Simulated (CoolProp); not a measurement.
Vapour-liquid equilibrium of benzene (1) + toluene (2) at 146.75 °C; x and y are mole fractions of (1).

Computed with CoolProp (multi-fluid Helmholtz-energy mixture model, Thol 2012 and Lemmon 2006; pair parameters Bell 2016).

Q: Give the bubble pressure and the first vapour's composition at x = 0.05, 0.15, 0.55. Is there an azeotrope?

A: x = 0.05: 269.3 kPa, y = 0.094; x = 0.15: 296.9 kPa, y = 0.258; x = 0.55: 410.9 kPa, y = 0.706. No azeotrope shows between x = 0.05 and 0.95.

The pair parameters rest on a limited set of measurements; away from them the model extrapolates.
